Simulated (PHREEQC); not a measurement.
PHREEQC input (Pitzer model, pitzer.dat):

```
SOLUTION 1
  temp 25
  units mol/kgw
  pH 7 charge
  Cl 1.179
  Ca 0.15
  Na 0.011
  K 0.19
  Mg 0.31
  Sr 0.029
END
USE solution 1
INCREMENTAL_REACTIONS false
REACTION 1
  H2O -1
  0 9.886 18.011 24.689 30.178 34.689 38.397 41.444
  43.949 46.007 47.699 49.089 50.232 51.172 moles
EQUILIBRIUM_PHASES 1
  Bischofite 0 0
  Brucite 0 0
  Carnallite 0 0
  Halite 0 0
  Portlandite 0 0
  Sylvite 0 0
  MgCl2_4H2O 0 0
SELECTED_OUTPUT 1
  -reset false
  -pH true
  -pe true
  -ionic_strength true
  -water true
  -activities H2O
  -totals Ca Cl K Mg Na Sr
  -molalities H+ Na+ K+ Mg+2 Ca+2 Sr+2 Cl- OH- MgOH+
  -equilibrium_phases Bischofite Brucite Carnallite Halite Portlandite Sylvite MgCl2_4H2O
PRINT
  -reset false
END
```

Selected output (columns that matter, 14 of 14 rows; water left (kg) added in front):

```
water left (kg)	pH	mu	Ca	Cl	K	Mg	Na	Sr	m_H+	m_Na+	m_K+	la_H2O	Carnallite	Sylvite
1	6.3642	1.668	0.15	1.179	0.19	0.31	0.011	0.029	4.2123e-07	0.011	0.19	-0.013745	0	0
0.821894	6.2855	2.0295	0.18251	1.4345	0.23117	0.37718	0.013384	0.035284	4.5739e-07	0.013384	0.23117	-0.017214	0	0
0.675514	6.1902	2.4692	0.22205	1.7453	0.28127	0.45891	0.016284	0.04293	5.02e-07	0.016284	0.28127	-0.021732	0	0
0.555203	6.0742	3.0043	0.27017	2.1235	0.34222	0.55835	0.019813	0.052233	5.5875e-07	0.019813	0.34222	-0.027696	0	0
0.456313	5.932	3.6554	0.32872	2.5838	0.41638	0.67936	0.024106	0.063553	6.3324e-07	0.024106	0.41638	-0.035681	0	0
0.375043	5.7576	4.4475	0.39995	3.1436	0.50661	0.82657	0.02933	0.077324	7.3402e-07	0.02933	0.50661	-0.046517	0	0
0.30824	5.5439	5.4114	0.48663	3.8249	0.6164	1.0057	0.035687	0.094083	8.7428e-07	0.035687	0.6164	-0.061411	0	0
0.253345	5.2831	6.5839	0.59208	4.6537	0.74997	1.2236	0.043419	0.11447	1.0747e-06	0.043419	0.74997	-0.082098	0	0
0.208215	4.9667	8.011	0.72041	5.6624	0.91252	1.4888	0.05283	0.13928	1.3686e-06	0.05283	0.91252	-0.1111	0	0
0.171138	4.5856	9.7465	0.87649	6.8892	1.1102	1.8114	0.064276	0.16945	1.8104e-06	0.064276	1.1102	-0.15201	0	0
0.140655	4.1744	11.521	1.0664	8.0442	1.0128	2.204	0.078206	0.20618	2.3902e-06	0.078206	1.0128	-0.20149	0	0.047541
0.115613	3.7066	13.457	1.2974	9.227	0.67252	2.6814	0.095145	0.25084	3.1624e-06	0.095145	0.67252	-0.26701	0	0.11225
0.0879658	3.357	15.094	1.7052	10.277	0.51814	2.7822	0.12505	0.32967	3.8971e-06	0.12505	0.51814	-0.32638	0.065261	0.079161
0.0597014	3.1048	16.544	2.5125	11.202	0.33383	2.3438	0.18425	0.48575	4.5994e-06	0.18425	0.33383	-0.37735	0.17007	0
```
